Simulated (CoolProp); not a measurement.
Values from CoolProp's reference Helmholtz-energy equation of state, Lemmon 2006. It is a short technical equation, of lower accuracy than the large ones.

### Question
For neopentane, give the phase and the cv (kJ/(kg K)), expansivity (1/kK), fugacity coefficient at 415.5 K and 0.816 MPa.

### Answer
- 415.5 K and 0.816 MPa: gas; cv 2.15, expansivity 3.46, fugacity coefficient 0.902
